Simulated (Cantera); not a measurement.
A freely propagating, adiabatic, planar premixed flame of H2 : O2 : N2 : H2O = 1 : 0.909 : 2.55 : 1.1 (molar parts), unburnt at 650 K and 1.20 bar; mixture-averaged transport, grid criteria slope 0.08 and curve 0.16, no radiation.

Model: the H2/O2 subset of GRI-Mech 3.0, which has no nitrogen chemistry, integrated in Cantera. Burning velocities carry a grid error of a few per cent, more on coarse grids. Lean hydrogen flames are cellular in practice and burn faster than this planar one.

Question: How do the results move with these cheaper or finer settings: unity-Lewis-number transport; multicomponent transport; multicomponent+Soret transport; grid criteria slope 0.5, curve 1; grid criteria slope 0.25, curve 0.5; grid criteria slope 0.03, curve 0.06?

Answer: 
| setting | laminar burning velocity | thermal thickness | peak x(H) | peak x(HO2) | grid points |
|---|---|---|---|---|---|
| as above | 293 cm/s | 0.303 mm | 0.00734 | 0.000548 | 107 |
| unity-Lewis-number transport | 318 cm/s | 0.223 mm | 0.0141 | 0.000431 | 102 |
| multicomponent transport | 299 cm/s | 0.302 mm | 0.00753 | 0.000549 | 107 |
| multicomponent+Soret transport | 276 cm/s | 0.304 mm | 0.00693 | 0.000538 | 107 |
| grid criteria slope 0.5, curve 1 | 366 cm/s | 0.359 mm | 0.00872 | 0.000533 | 37 |
| grid criteria slope 0.25, curve 0.5 | 317 cm/s | 0.321 mm | 0.00767 | 0.000535 | 45 |
| grid criteria slope 0.03, curve 0.06 | 290 cm/s | 0.298 mm | 0.00738 | 0.000554 | 246 |
Unity Lewis numbers drop preferential diffusion, which matters most where H2 and H carry the flame; Soret adds thermal diffusion.
